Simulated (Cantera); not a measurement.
A closed system holds: 1 mol CaF2, 0.37 mol H2O, 41 mol H2, equilibrated at 10.0 mbar.

These are equilibrium values from Cantera (NASA tables, ideal gas, pure condensed phases), not measurements of a reactor. Candidate condensed phases: Ca, CaF2, CaO, Ca(OH)2, H2O; 29 gas species. Mutual solubility and eutectic melting of coexisting phases are not modelled. Rates play no part.

x: gas mole fraction; n: condensed amount in mol.

```json
[
 {"T (K)": "1100", "x H2": "0.991", "x HF": "0.000263", "x CaF2": "1.29e-9", "x H2O": "0.00881", "x H": "2.57e-7", "n CaF2(s)": "0.995", "n CaO(s)": "0.00545", "n CaF2(l)": "0"},
 {"T (K)": "1175", "x H2": "0.991", "x HF": "0.000689", "x CaF2": "2.41e-8", "x H2O": "0.00860", "x H": "1.22e-6", "n CaF2(s)": "0.986", "n CaO(s)": "0.0143", "n CaF2(l)": "0"},
 {"T (K)": "1250", "x H2": "0.990", "x HF": "0.00157", "x CaF2": "3.11e-7", "x H2O": "0.00815", "x H": "4.81e-6", "n CaF2(s)": "0.967", "n CaO(s)": "0.0326", "n CaF2(l)": "0"},
 {"T (K)": "1325", "x H2": "0.989", "x HF": "0.00316", "x CaF2": "2.96e-6", "x H2O": "0.00735", "x H": "1.63e-5", "n CaF2(s)": "0.934", "n CaO(s)": "0.0655", "n CaF2(l)": "0"},
 {"T (K)": "1400", "x H2": "0.988", "x HF": "0.00561", "x CaF2": "2.18e-5", "x H2O": "0.00611", "x H": "4.84e-5", "n CaF2(s)": "0.883", "n CaO(s)": "0.116", "n CaF2(l)": "0"},
 {"T (K)": "1475", "x H2": "0.986", "x HF": "?", "x CaF2": "?", "x H2O": "?", "x H": "?", "n CaF2(s)": "?", "n CaO(s)": "?", "n CaF2(l)": "0"},
 {"T (K)": "1550", "x H2": "0.984", "x HF": "0.0118", "x CaF2": "0.000608", "x H2O": "0.00299", "x H": "0.000312", "n CaF2(s)": "0.729", "n CaO(s)": "0.246", "n CaF2(l)": "0"},
 {"T (K)": "1625", "x H2": "0.981", "x HF": "0.0143", "x CaF2": "0.00248", "x H2O": "0.00173", "x H": "0.000699", "n CaF2(s)": "0.597", "n CaO(s)": "0.298", "n CaF2(l)": "0"},
 {"T (K)": "1700", "x H2": "0.973", "x HF": "0.0160", "x CaF2": "?", "x H2O": "0.000960", "x H": "?", "n CaF2(s)": "0", "n CaO(s)": "0.330", "n CaF2(l)": "?"},
 {"T (K)": "1775", "x H2": "0.964", "x HF": "0.0169", "x CaF2": "0.0146", "x H2O": "0.000939", "x H": "0.00284", "n CaF2(s)": "0", "n CaO(s)": "0.330", "n CaF2(l)": "0"},
 {"T (K)": "1850", "x H2": "0.960", "x HF": "0.0173", "x CaF2": "0.0140", "x H2O": "0.00146", "x H": "0.00528", "n CaF2(s)": "0", "n CaO(s)": "0.307", "n CaF2(l)": "0"}
]
```

**Question.** Some entries are withheld; supply them.

**Answer.** 
- 1700, x CaF2: 0.00866
- 1700, x H: 0.00145
- 1700, n CaF2(l): 0.291
- 1475, x HF: 0.00869
- 1475, x CaF2: 0.000127
- 1475, x H2O: 0.00456
- 1475, x H: 0.000129
- 1475, n CaF2(s): 0.814
- 1475, n CaO(s): 0.181
